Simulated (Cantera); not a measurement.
Input (Python, Cantera) and output of one run.

```python
import numpy as np
import cantera as ct

gas_names = """
    CL CLO CL2 O O2 O3 Ti TiCL TiCL2 TiCL3 TiCL4 TiO TiOCL TiOCL2 TiO2
""".split()
cond_names = """
    Ti(a) Ti(b) Ti(L) TiCL2(s) TiCL3(s) TiCL4(L) TiO(a) TiO(b) TiO(L) TiO2(ru) TiO2(L) Ti2O3(a) Ti2O3(b)
    Ti2O3(L) Ti3O5(a) Ti3O5(b) Ti3O5(L) Ti4O7(s) Ti4O7(L)
""".split()


# ... load() reads the species with a 1 bar reference pressure and builds the phases ...
atoms = {
    'TiO2': {'Ti': 1, 'O': 2},
    'Cl2': {'CL': 2},
    'O2': {'O': 2},
}
top_T = {'TiCL2(s)': 1300, 'TiCL3(s)': 1000}  # K; cautious upper limits of use, not melting points


# ... equilibrate(T, P, feed) seeds the gas with the atoms and calls Mixture.equilibrate('TP', solver="vcs", rtol=1e-11, max_steps=5000) ...
results = []
feed = {'TiO2': 1, 'Cl2': 4.4, 'O2': 0.16}  # mol
P = 34000  # Pa
for T in [798, 873, 948, 1023, 1098, 1173, 1248, 1323, 1398]:
    mix = equilibrate(T, P, feed)
    results.append((T, P, feed, dict(zip(mix.species_names, mix.species_moles))))
    x = sorted(zip(gas.X, gas.species_names), reverse=True)
    print(f"T = {T:g} K  P = {P:g} Pa  gas = {mix.phase_moles(0):.4g} mol")
    print("   x: " + "  ".join(f"{s} {v:.3e}" for v, s in x if v > 1e-06))
    print("   condensed (mol): " + ("  ".join(f"{mix.phase(i).name} {mix.phase_moles(i):.4g}"
          for i in range(1, mix.n_phases) if mix.phase_moles(i) > 1e-12) or "none"))
```

It prints:

```
T = 798 K  P = 34000 Pa  gas = 4.56 mol
   x: CL2 9.649e-01  O2 3.509e-02  CL 1.504e-05
   condensed (mol): TiO2(ru) 1
T = 873 K  P = 34000 Pa  gas = 4.56 mol
   x: CL2 9.648e-01  O2 3.509e-02  CL 7.462e-05
   condensed (mol): TiO2(ru) 1
T = 948 K  P = 34000 Pa  gas = 4.561 mol
   x: CL2 9.646e-01  O2 3.509e-02  CL 2.883e-04  TiCL4 4.484e-06  CLO 2.272e-06
   condensed (mol): TiO2(ru) 1
T = 1023 K  P = 34000 Pa  gas = 4.562 mol
   x: CL2 9.640e-01  O2 3.509e-02  CL 9.155e-04  TiCL4 2.336e-05  CLO 5.851e-06
   condensed (mol): TiO2(ru) 0.9999
T = 1098 K  P = 34000 Pa  gas = 4.566 mol
   x: CL2 9.623e-01  O2 3.513e-02  CL 2.487e-03  TiCL4 9.634e-05  CLO 1.325e-05
   condensed (mol): TiO2(ru) 0.9996
T = 1173 K  P = 34000 Pa  gas = 4.574 mol
   x: CL2 9.584e-01  O2 3.530e-02  CL 5.947e-03  TiCL4 3.272e-04  CLO 2.704e-05
   condensed (mol): TiO2(ru) 0.9985
T = 1248 K  P = 34000 Pa  gas = 4.589 mol
   x: CL2 9.504e-01  O2 3.578e-02  CL 1.280e-02  TiCL4 9.379e-04  CLO 5.080e-05
   condensed (mol): TiO2(ru) 0.9957
T = 1323 K  P = 34000 Pa  gas = 4.618 mol
   x: CL2 9.355e-01  O2 3.690e-02  CL 2.517e-02  TiCL4 2.294e-03  CLO 8.933e-05
   condensed (mol): TiO2(ru) 0.9894
T = 1398 K  P = 34000 Pa  gas = 4.667 mol
   x: CL2 9.102e-01  CL 4.580e-02  O2 3.902e-02  TiCL4 4.810e-03  CLO 1.490e-04
   condensed (mol): TiO2(ru) 0.9775
```

Equilibrium computed with Cantera from the NASA thermochemical tables; the gas is ideal and each condensed phase is pure. Condensed phases not in the tables: TiOCl.
